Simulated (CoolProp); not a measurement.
The fluid at 293.15 K and 0.0146 MPa expands adiabatically to 0.00774 MPa with isentropic efficiency 0.9. The same conditions are run with several fluids, on thermodynamics alone (safety and materials aside).

Values from CoolProp's reference Helmholtz-energy equation of state of each fluid (R1233zd(E): Akasaka 2022; CH2F2 (R32): Tillner-Roth 1997; fluoroethane (R161): Wu 2012; chloromethane (R40): Thol 2014; R407C: Lemmon 2003). Blends and air are pseudo-pure fits.

```json
[
 {"fluid": "R1233zd(E)", "work (kJ/kg)": "10.3", "final temperature (K)": "279.3", "final density (kg/m³)": "0.436"},
 {"fluid": "CH2F2 (R32)", "work (kJ/kg)": "25.1", "final temperature (K)": "261.5", "final density (kg/m³)": "0.185"},
 {"fluid": "fluoroethane (R161)", "work (kJ/kg)": "27.6", "final temperature (K)": "269.8", "final density (kg/m³)": "0.166"},
 {"fluid": "chloromethane (R40)", "work (kJ/kg)": "25.7", "final temperature (K)": "259.9", "final density (kg/m³)": "0.181"},
 {"fluid": "R407C", "work (kJ/kg)": "15.5", "final temperature (K)": "273.5", "final density (kg/m³)": "0.294"}
]
```
